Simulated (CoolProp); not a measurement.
Vapour-liquid equilibrium of R125 (1) + R227EA (2) at 301.9 K; x and y are mole fractions of (1).

Computed with CoolProp (multi-fluid Helmholtz-energy mixture model, Lemmon 2005 and Lemmon 2016; pair parameters Bell 2016).

**Question.** Give the bubble pressure and the first vapour's composition at x = 0.425, 0.5, 0.725. Is there an azeotrope?

**Answer.** x = 0.425: 0.9035 MPa, y = 0.631; x = 0.5: 0.9779 MPa, y = 0.696; x = 0.725: 1.210 MPa, y = 0.853. No azeotrope shows between x = 0.05 and 0.95.

Pair parameters are fitted to limited data, so mixtures are less certain than the pure fluids.
